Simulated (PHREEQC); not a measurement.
Solution (25 °C): 37 mmol/kgw HF, 0.72 mmol/kgw NH4HF2, 1.9 mmol/kgw (NH4)2SiF6 and 0.4 mmol/kgw H2SO4. Closed to the air; pH follows from the charge balance.

Computed with PHREEQC (ion-association model, wateq4f.dat).

No solid was allowed to form.

Order these S species by the share of S that they hold, largest first: NH4SO4-, HSO4-, SO4-2.

SO4-2 (73 %), HSO4- (24 %), NH4SO4- (2.8 %)

The pH is 2.33 and the ionic strength 0.0118 mol/kgw. Complexes and solids missing from the database can't appear. wateq4f.dat counts part of the HF as a dimer, H2F2, which phreeqc.dat doesn't know; its constant is uncertain. SiF6-2 is the database's only silicon fluoride.
